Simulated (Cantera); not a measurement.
An isothermal, constant-pressure homogeneous reactor starts with H2 : O2 = 0.13 : 1 (molar parts), equivalence ratio 0.065, at 1425 K and 4.95 Torr.

Cantera simulation using the H2/O2 subset of GRI-Mech 3.0, which has no nitrogen chemistry; the numbers are that mechanism's predictions, not measurements. Radical loss at walls, strong at low pressure, is not modelled. The temperature is held fixed by assumption; the heat of reaction is taken as removed at once.

One state of this run: x H2 = 4.68e-5; x O2 = 0.877; x O = 0.000711; x H = 2.55e-5; x H2O = 0.121; x OH = 0.00145; x HO2 = 1.94e-7. x: mole fraction; the columns are a selection and need not sum to one.

Which value of t (s) does it belong to?
A) 0.000342
B) 6.16e-5
C) 1.80
D) 0.00190

C, 1.80
